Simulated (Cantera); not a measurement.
Charge: 1 mol CH3SiH3, 880 mol H2, equilibrated at 255 Torr.

These are equilibrium values from Cantera (NASA tables, ideal gas, pure condensed phases), not measurements of a reactor. Candidate condensed phases: C, C6H6, C7H8, C8H18, Si, SiC; 87 gas species. The feed counts by its element totals alone. Gases not in the tables: Si2H6 and higher silanes. Equilibrium is a limit: real reactors are often held back by kinetics, nucleation or transport. All values below are at 1975 K.

Base state: H2 0.998, H 0.00234, Si 2.75e-5, CH4 2.65e-5, SiH2 2.65e-5, C2H2 (acetylene) 1.93e-5, SiH 1.15e-5 (mole fractions); condensed: SiC(s).

Question: What changes in the equilibrium state with this change: pressure from 255 Torr to 100 Torr?

Answer: 
| species | before | after |
|---|---|---|
| H2 | 0.998 | 0.996 |
| H | 0.00234 | 0.00374 |
| Si | 2.75e-5 | 5.17e-5 |
| CH4 | 2.65e-5 | 1.41e-5 |
| C2H2 (acetylene) | 1.93e-5 | 3.55e-5 |
| SiH2 | 2.65e-5 | 1.95e-5 |
| SiH | 1.15e-5 | 1.36e-5 |
| SiC(s), mol | 0.941 | 0.922 |
